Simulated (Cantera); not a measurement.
What does this Cantera script print?

```python
import numpy as np
import cantera as ct

gas = ct.Solution("gri30.yaml")
gas.TPX = 1473, 101325, {'CH4': 0.0021, 'O2': 0.002, 'N2': 1}
reactor = ct.IdealGasConstPressureReactor(gas, energy="off", clone=False)
net = ct.ReactorNet([reactor])
net.rtol, net.atol = 1e-08, 1e-18
show = ['CH4', 'O2', 'N2O', 'CH3', 'NO2', 'H2O2', 'H2']
times = np.geomspace(0.0006, 2, 13)

steps = ct.SolutionArray(gas, extra=["t"])
rows = []
print(f"{'t/s':>10s}{'T/K':>9s}{'P/Pa':>11s}" + "".join(f"{s:>11s}" for s in show))
for t in times:
    while net.time < t:
        t_next = net.step()
        steps.append(gas.state, t=t_next)
    rows.append([np.interp(t, steps.t, y) for y in (steps.T, steps.P, *steps(*show).X.T)])
    print(f"{t:10.3e}{rows[-1][0]:9.1f}{rows[-1][1]:11.4g}" + "".join(f"{x:11.3e}" for x in rows[-1][2:]))
rate = np.gradient(steps.T, steps.t)
print("integrator steps:", len(steps.t))
if steps.T.max() > steps.T[0] + 200:
    print(f"time of steepest temperature rise: {steps.t[rate.argmax()]:.4e} s")
gas.TPX = 1473, 101325, {'CH4': 0.0021, 'O2': 0.002, 'N2': 1}
gas.equilibrate("TP")
print(f"equilibrium (TP): T = {gas.T:.1f} K  " + "  ".join(f"{s} {gas[s].X[0]:.3e}" for s in show))
```

Result:

```
       t/s      T/K       P/Pa        CH4         O2        N2O        CH3        NO2       H2O2         H2
 6.000e-04   1473.0  1.013e+05  2.091e-03  1.992e-03  1.890e-12  4.557e-07  2.065e-19  5.022e-12  1.493e-07
 1.180e-03   1473.0  1.013e+05  2.090e-03  1.992e-03  4.596e-12  9.179e-07  1.374e-18  6.296e-12  3.071e-07
 2.319e-03   1473.0  1.013e+05  2.089e-03  1.992e-03  1.054e-11  1.818e-06  7.751e-18  6.296e-12  6.410e-07
 4.559e-03   1473.0  1.013e+05  2.087e-03  1.991e-03  2.335e-11  3.469e-06  4.040e-17  5.861e-12  1.418e-06
 8.963e-03   1473.0  1.013e+05  2.080e-03  1.989e-03  5.443e-11  6.263e-06  2.334e-16  6.464e-12  3.630e-06
 1.762e-02   1473.0  1.013e+05  2.059e-03  1.982e-03  1.478e-10  1.109e-05  1.905e-15  1.030e-11  1.222e-05
 3.464e-02   1473.0  1.013e+05  1.972e-03  1.951e-03  5.113e-10  2.002e-05  2.952e-14  2.256e-11  6.017e-05
 6.810e-02   1473.0  1.013e+05  1.511e-03  1.735e-03  2.336e-09  3.260e-05  9.338e-13  5.480e-11  4.028e-04
 1.339e-01   1473.0  1.013e+05  1.129e-04  8.537e-05  2.776e-09  6.755e-06  1.038e-11  1.112e-11  1.631e-03
 2.632e-01   1473.0  1.013e+05  1.085e-04  1.399e-05  2.301e-10  1.836e-06  3.114e-12  9.847e-13  1.628e-03
 5.175e-01   1473.0  1.013e+05  1.092e-04  3.926e-06  3.241e-11  9.825e-07  1.008e-12  1.853e-13  1.643e-03
 1.017e+00   1473.0  1.013e+05  1.083e-04  8.013e-07  9.696e-12  7.367e-07  2.128e-13  3.204e-14  1.668e-03
 2.000e+00   1473.0  1.013e+05  1.056e-04  5.415e-08  5.783e-12  6.621e-07  1.703e-14  2.633e-15  1.710e-03
integrator steps: 1706
equilibrium (TP): T = 1473.0 K  CH4 1.332e-13  O2 5.421e-13  N2O 1.356e-13  CH3 6.578e-16  NO2 1.821e-17  H2O2 1.972e-16  H2 2.672e-03
```

Cantera simulation using GRI-Mech 3.0 (53 species, 325 reactions); the numbers are that mechanism's predictions, not measurements.
